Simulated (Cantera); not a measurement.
What does this Cantera script print?

```python
import numpy as np
import cantera as ct

gas_names = [...]  # 113 gases of nasa_gas.yaml made of C, Cu, H, O
cond_names = """
    C(gr) C6H6(L) C7H8(L) C8H18(L),n-octa Cu(cr) Cu(L) CuO(s) CuO2H2(s) Cu2O(s) Cu2O(L) H2O(s) H2O(L)
""".split()


# ... load() reads the species with a 1 bar reference pressure and builds the phases ...
atoms = {
    'Cu2O': {'Cu': 2, 'O': 1},
    'CH4': {'C': 1, 'H': 4},
    'H2': {'H': 2},
    'C': {'C': 1},
}
top_T = {'C(gr)': 4500, 'CuO(s)': 1390}  # K; cautious upper limits of use, not melting points


# ... equilibrate(T, P, feed) seeds the gas with the atoms and calls Mixture.equilibrate('TP', solver="vcs", rtol=1e-11, max_steps=5000) ...
results = []
feed = {'Cu2O': 1, 'CH4': 2.6, 'H2': 2.3, 'C': 6.1}  # mol
T = 1323  # K
P = 5800  # Pa
mix = equilibrate(T, P, feed)
results.append((T, P, feed, dict(zip(mix.species_names, mix.species_moles))))
x = sorted(zip(gas.X, gas.species_names), reverse=True)
print(f"T = {T:g} K  P = {P:g} Pa  gas = {mix.phase_moles(0):.4g} mol")
print("   x: " + "  ".join(f"{s} {v:.3e}" for v, s in x if v > 1e-06))
print("   condensed (mol): " + ("  ".join(f"{mix.phase(i).name} {mix.phase_moles(i):.4g}"
      for i in range(1, mix.n_phases) if mix.phase_moles(i) > 1e-12) or "none"))
```

Output:

```
T = 1323 K  P = 5800 Pa  gas = 8.497 mol
   x: H2 8.820e-01  CO 1.176e-01  CH4 3.067e-04  H2O 4.411e-05  H 6.184e-06  Cu 4.628e-06  CO2 3.171e-06
   condensed (mol): C(gr) 7.698  Cu(cr) 2
```

These are equilibrium values from Cantera (NASA tables, ideal gas, pure condensed phases), not measurements of a reactor.
